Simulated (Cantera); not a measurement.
## Equilibrium for boron, boron nitride and boron oxide: B + O2 + H2

Input: 1 mol B, 0.51 mol O2, 0.26 mol H2, held at 998.15 K and 21.0 Pa.

Cantera equilibrium calculation (NASA polynomials, part measured and part estimated; ideal gas, pure solids and liquids). Candidate condensed phases: B, B2O3, B3O3H3, H2O; 23 gas species. Kinetics and transport are ignored.

```
Item                                       Value
------------------------------------  ----------
x(H2)                                      1.000
x(B3O3H3)                                8.78e-5
x(HBO)                                   6.01e-5
n(B(s))                                0.320 mol
n(B2O3(l))                             0.340 mol
gas amount                            0.2600 mol
log10 activity of B3O3H3(s) (absent)      -11.42
```
